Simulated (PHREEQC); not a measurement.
Solution (20 °C): 0.0059 mol/kgw BaCl2, 0.0091 mol/kgw NaF and 0.0105 mol/kgw NaCl. Closed to the air; pH follows from the charge balance.

The numbers come from PHREEQC with the ion-association model, wateq4f.dat.

The ionic strength comes out as 0.0372 mol/kgw. What activity coefficients do Cl-, Ba+2, F-, Na+ get?

Cl- 0.83, Ba+2 0.50, F- 0.83, Na+ 0.84.

Precipitation was switched off in this run.
